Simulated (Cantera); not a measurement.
Input: 1 mol B, 0.065 mol H2O, at 2098.15 K and 0.133 bar.

Equilibrium computed with Cantera from the NASA thermochemical tables; the gas is ideal and each condensed phase is pure. Candidate condensed phases: B, B2O3, B3O3H3, H2O; 23 gas species. The tables' values for BH2 are old estimates; treat these amounts as uncertain. Rates play no part.

Base state: H2 0.555, HBO 0.204, B2O2 0.177, BO 0.0306, B2O3 0.0218, H 0.00629, HBO2 0.00377, B2O 0.000570 (mole fractions); condensed: B(s).

Q: What changes in the equilibrium state with this change: B replaced by borazine?

A: 
| species | before | after |
|---|---|---|
| H2 | 0.555 | 0.961 |
| HBO | 0.204 | 0.0171 |
| N2 | 0 | 0.0105 |
| B2O2 | 0.177 | 0.000722 |
| B2O3 | 0.0218 | 9.76e-6 |
| BO | 0.0306 | 0.00195 |
| B3O3H3 | 2.20e-5 | 1.30e-8 |
| HBO2 | 0.00377 | 3.47e-5 |
| B(s), mol | 0.937 | 0 |
| BN(s), mol | 0 | 2.93 |
The feed counts by its element totals alone. Further candidate phases: BN.
